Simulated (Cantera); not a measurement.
Charge: 1 mol FeS₂, 200 mol H₂, 0.04 mol H₂O, at 0.0100 bar.

Equilibrium computed with Cantera from the NASA thermochemical tables; the gas is ideal and each condensed phase is pure. Candidate condensed phases: Fe, FeO, Fe(OH)₂, Fe(OH)₃, FeS, FeSO₄, FeS₂, Fe₂O₃, Fe₂(SO₄)₃, Fe₃O₄, H₂O, H₂SO₄, S; 22 gas species. Equilibrium is a limit: real reactors are often held back by kinetics, nucleation or transport.

Question: At 1452 °C, list the 5 most abundant gas species with their mole fractions, and the condensed phases.

Answer: H₂ 0.989, H₂S 0.00541, H 0.00185, S₂ 0.00151, SH 0.00136. Condensed: Fe(δ).
